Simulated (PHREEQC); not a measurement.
**Alkaline etch or developer (model solution)**

Consider water at 25 °C with 0.0034 mol/kgw KOH and 0.14 mol/kgw NaAlO2. Closed to the air; pH follows from the charge balance.

Equilibrium calculation in PHREEQC: ion-association model, phreeqc.dat.

Each row changes one thing in this solution. No solid was allowed to form.

| case | pH | ionic strength (mol/kgw) | Al(OH)3 (mol/kgw) | SI of Al(OH)3(a) (Al(OH)3) |
|---|---|---|---|---|
| as made | 11.39 | 0.143 | 2.19e-7 | -0.50 |
| KOH from 0.0034 to 0.0017 mol/kgw | 11.09 | 0.142 | 4.39e-7 | ? |
| NaAlO2 from 0.14 to 0.154 mol/kgw | 11.39 | 0.157 | 2.41e-7 | -0.46 |
| KOH from 0.0034 to 0.00306 mol/kgw | 11.35 | 0.143 | 2.44e-7 | -0.46 |
| KOH from 0.0034 to 0.00068 mol/kgw | 10.70 | 0.141 | 1.10e-6 | ? |
| temperature from 25 to 20 °C | 11.56 | 0.143 | 1.58e-7 | ? |

Problem. What belongs in the gaps?

Solution. 
- KOH from 0.0034 to 0.0017 mol/kgw, SI of Al(OH)3(a) (Al(OH)3): -0.20
- KOH from 0.0034 to 0.00068 mol/kgw, SI of Al(OH)3(a) (Al(OH)3): +0.19
- temperature from 25 to 20 °C, SI of Al(OH)3(a) (Al(OH)3): -0.48

Some of these states are supersaturated (in Gibbsite (slow to form), Al(OH)3(a), for instance).
